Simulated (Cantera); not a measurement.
A closed system holds: 1 mol Al(CH3)3, 12 mol NH3, 220 mol N2, equilibrated at 12.0 Torr.

Cantera equilibrium calculation (NASA polynomials, part measured and part estimated; ideal gas, pure solids and liquids). Candidate condensed phases: Al, AlN, C, C6H6, C7H8, C8H18; 97 gas species. The feed counts by its element totals alone. The numbers say what is thermodynamically allowed, not how fast it happens.

Task: At 1200 °C, list the 4 most abundant gas species with their mole fractions, and the condensed phases.

Result: N2 0.909, H2 0.0906, HCN 0.000250, H 3.01e-5. Condensed: AlN(s) + C(graphite).
